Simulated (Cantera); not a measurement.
A freely propagating, adiabatic, planar premixed flame of CH3OH : O2 : N2 = 1 : 1.69 : 6.34 (molar parts), equivalence ratio 0.89, unburnt at 350 K and 101000 Pa; mixture-averaged transport, grid criteria slope 0.08 and curve 0.16, no radiation.

Computed with Cantera and GRI-Mech 3.0 (53 species, 325 reactions). GRI-Mech 3.0 was tuned for natural gas; its chemistry of methanol as a main component is partial and can be far from experiment. Burning velocities carry a grid error of a few per cent, more on coarse grids.

x: mole fraction of selected species; z is measured from the peak of heat release.

```json
[
 {"z (mm)": "-1.14", "T (K)": "350", "u (m/s)": "0.436", "x CH3OH": "0.111", "x O2": "0.187", "x H2O": "3.31e-5", "x C2H4": "<1e-8", "x H": "<1e-8", "x H2": "0.000903"},
 {"z (mm)": "-0.760", "T (K)": "352", "u (m/s)": "0.439", "x CH3OH": "0.110", "x O2": "0.187", "x H2O": "0.000391", "x C2H4": "<1e-8", "x H": "<1e-8", "x H2": "0.00269"},
 {"z (mm)": "-0.570", "T (K)": "359", "u (m/s)": "0.449", "x CH3OH": "0.110", "x O2": "0.185", "x H2O": "0.00185", "x C2H4": "<1e-8", "x H": "<1e-8", "x H2": "0.00492"},
 {"z (mm)": "-0.380", "T (K)": "422", "u (m/s)": "0.533", "x CH3OH": "0.107", "x O2": "0.180", "x H2O": "0.0125", "x C2H4": "<1e-8", "x H": "<1e-8", "x H2": "0.00938"},
 {"z (mm)": "-0.190", "T (K)": "794", "u (m/s)": "1.03", "x CH3OH": "0.0802", "x O2": "0.148", "x H2O": "0.0645", "x C2H4": "1.00e-7", "x H": "(withheld)", "x H2": "0.0161"},
 {"z (mm)": "-0.0951", "T (K)": "1177", "u (m/s)": "1.57", "x CH3OH": "0.0449", "x O2": "0.113", "x H2O": "0.112", "x C2H4": "2.36e-7", "x H": "(withheld)", "x H2": "0.0195"},
 {"z (mm)": "0", "T (K)": "1591", "u (m/s)": "2.17", "x CH3OH": "0.00548", "x O2": "0.0735", "x H2O": "0.163", "x C2H4": "3.81e-7", "x H": "(withheld)", "x H2": "0.0199"},
 {"z (mm)": "0.0951", "T (K)": "1733", "u (m/s)": "2.36", "x CH3OH": "2.06e-5", "x O2": "0.0509", "x H2O": "0.182", "x C2H4": "3.60e-8", "x H": "(withheld)", "x H2": "0.0127"},
 {"z (mm)": "0.190", "T (K)": "1794", "u (m/s)": "2.43", "x CH3OH": "1.87e-8", "x O2": "0.0411", "x H2O": "0.186", "x C2H4": "<1e-8", "x H": "(withheld)", "x H2": "0.00979"},
 {"z (mm)": "0.380", "T (K)": "1875", "u (m/s)": "2.52", "x CH3OH": "<1e-8", "x O2": "0.0344", "x H2O": "0.188", "x C2H4": "<1e-8", "x H": "(withheld)", "x H2": "0.00875"},
 {"z (mm)": "0.760", "T (K)": "1967", "u (m/s)": "2.63", "x CH3OH": "<1e-8", "x O2": "0.0300", "x H2O": "0.192", "x C2H4": "<1e-8", "x H": "(withheld)", "x H2": "0.00723"},
 {"z (mm)": "1.52", "T (K)": "2051", "u (m/s)": "2.73", "x CH3OH": "<1e-8", "x O2": "0.0265", "x H2O": "0.198", "x C2H4": "<1e-8", "x H": "(withheld)", "x H2": "0.00502"},
 {"z (mm)": "3.04", "T (K)": "2114", "u (m/s)": "2.80", "x CH3OH": "<1e-8", "x O2": "0.0238", "x H2O": "0.202", "x C2H4": "<1e-8", "x H": "(withheld)", "x H2": "0.00312"}
]
```

Task: Some entries are withheld; supply them.

Result: 
- -0.190, x H: 1.79e-7
- -0.0951, x H: 2.51e-5
- 0, x H: 0.00116
- 0.0951, x H: 0.00436
- 0.190, x H: 0.00543
- 0.380, x H: 0.00486
- 0.760, x H: 0.00313
- 1.52, x H: 0.00156
- 3.04, x H: 0.000682
